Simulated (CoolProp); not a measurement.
Vapour-liquid equilibrium of m-xylene (1) + o-xylene (2) at 169.75 °C; x and y are mole fractions of (1).

Values from CoolProp's multi-fluid Helmholtz-energy mixture model, Zhou 2012 and Zhou 2012; pair parameters Bell 2016.

```tsv
x	bubble pressure, mixture model (bar)	bubble pressure, Raoult's law (bar)	y, mixture model	y, Raoult's law
0.05	1.909	1.910	0.056	0.057
0.15	1.934	1.937	___	0.167
0.25	___	1.963	0.273	0.275
0.35	___	1.990	0.379	0.380
0.45	2.015	2.016	0.481	0.482
0.55	2.043	2.043	0.581	0.582
0.65	2.071	2.069	0.678	0.679
0.75	2.098	2.096	0.772	0.774
0.85	2.124	2.122	___	0.866
0.95	2.150	2.149	0.955	0.956
```

Fill in the missing entries.


- 0.15, y, mixture model: 0.166
- 0.25, bubble pressure, mixture model (bar): 1.961
- 0.35, bubble pressure, mixture model (bar): 1.988
- 0.85, y, mixture model: 0.864

The largest gap from Raoult's law is -0.1 % in bubble pressure, at x = 0.25. No azeotrope shows between x = 0.05 and 0.95.

Pair parameters are fitted to limited data, so mixtures are less certain than the pure fluids.
